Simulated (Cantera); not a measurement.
Feed: 1 mol SiH4, 0.021 mol HCl, 220 mol H2, at 1773.15 K and 4.43 Torr.

Cantera equilibrium calculation (NASA polynomials, part measured and part estimated; ideal gas, pure solids and liquids). Candidate condensed phases: Si; 19 gas species. Gases not in the tables: Si2H6 and higher silanes. The numbers say what is thermodynamically allowed, not how fast it happens.

Problem. What is the equilibrium state?

Solution. 
```json
{
 "x(H2)": "0.996",
 "x(H)": "0.00370",
 "x(Si)": "0.000362",
 "x(HCl)": "9.38e-5",
 "x(SiH)": "3.42e-5",
 "x(SiH2)": "2.46e-5",
 "x(Si2)": "2.01e-6",
 "n(Si(l))": "0.905 mol",
 "gas_amount": "222.5 mol"
}
```
